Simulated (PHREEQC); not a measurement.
Leach liquor: an equilibrium model

Solution (25 °C): 6.1 mmol/kgw HCl, 0.42 mmol/kgw Al2(SO4)3 and 12 mmol/kgw MgSO4. Closed to the air; pH follows from the charge balance.

Computed with PHREEQC (ion-association model, phreeqc.dat).

The pH comes out as 2.41. The ionic strength is 0.0385 mol/kgw and the specific conductance is 3490 µS/cm. The total alkalinity is -6.10 meq/kg.

```
species  molality  activity   log γ
-------  --------  --------  ------
Mg+2      0.00838   0.00432  -0.288
SO4-2     0.00727   0.00361  -0.304
Cl-       0.00610   0.00507  -0.080
H+        0.00448   0.00387  -0.063
MgSO4     0.00362   0.00365   0.004
HSO4-     0.00162   0.00136  -0.078
```

Precipitation was switched off in this run. Species that the database lacks are ignored.
